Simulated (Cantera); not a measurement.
An adiabatic, constant-pressure homogeneous reactor starts with CH4 : O2 : N2 : CO2 = 1 : 1 : 3.76 : 0.94 (molar parts), at 1350 K and 1.00 bar.

Model: GRI-Mech 3.0 (53 species, 325 reactions), integrated in Cantera.

### Question
Predict: time of steepest temperature rise; temperature at 0.200 s; equilibrium temperature; x(O2) at 0.200 s; x(CO2) at 0.200 s; x(O) at 0.200 s.

### Answer
```
Item                                                                Result
---------------------------------  ---------------------------------------
time of steepest temperature rise                                  12.1 ms
temperature at 0.200 s                                              2194 K
equilibrium temperature                                             2194 K
x(O2) at 0.200 s                   5.82e-6 (gas-phase equilibrium 5.83e-6)
x(CO2) at 0.200 s                    0.0739 (gas-phase equilibrium 0.0739)
x(O) at 0.200 s                    6.31e-6 (gas-phase equilibrium 6.32e-6)
```
